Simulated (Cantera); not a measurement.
Gas mixture: CO₂ : NO = 0.96 : 0.71 (molar parts), at 0.0133 bar, frozen composition.

Cantera's kinetic-theory transport with the Lennard-Jones parameters of GRI-Mech 3.0, ideal gas; thermal conductivity in the mixture-averaged form. The composition is frozen, though it would react at the higher temperatures.

D: mixture-averaged diffusion coefficient of that species in the mixture.

| T (K) | ρ (kg/m³) | cp (J/kg/K) | μ (µPa s) | λ (mW/m/K) | Pr | D (cm²/s) N₂ | D (cm²/s) C₂H₂ | D (cm²/s) CH₄ |
|---|---|---|---|---|---|---|---|---|
| 400 | 0.0153 | 958.3 | 21.0 | 28.1 | 0.715 | 22.3 | 17.9 | 24.4 |
| 600 | 0.0102 | 1064 | … | … | 0.721 | … | … | … |
| 800 | 0.00763 | 1143 | 35.7 | 56.3 | 0.725 | 73.6 | 61.2 | 82.0 |
| 1000 | 0.00610 | 1200 | 41.8 | 69.0 | 0.728 | 107 | 89.8 | 120 |
| 1200 | 0.00508 | 1239 | 47.4 | 80.7 | 0.728 | 146 | 122 | 163 |
| 1400 | 0.00436 | 1269 | 52.6 | 91.6 | 0.728 | 188 | 159 | 211 |
| 1600 | 0.00381 | 1292 | 57.5 | 102 | 0.728 | 235 | 199 | 264 |
| 1800 | 0.00339 | 1309 | … | … | 0.728 | … | … | … |

**Question.** Some entries are withheld; supply them.

**Answer.** 
- 600, μ (µPa s): 28.9
- 600, λ (mW/m/K): 42.7
- 600, D (cm²/s) N₂: 45.1
- 600, D (cm²/s) C₂H₂: 37.1
- 600, D (cm²/s) CH₄: 50.0
- 1800, μ (µPa s): 62.1
- 1800, λ (mW/m/K): 112
- 1800, D (cm²/s) N₂: 286
- 1800, D (cm²/s) C₂H₂: 242
- 1800, D (cm²/s) CH₄: 321
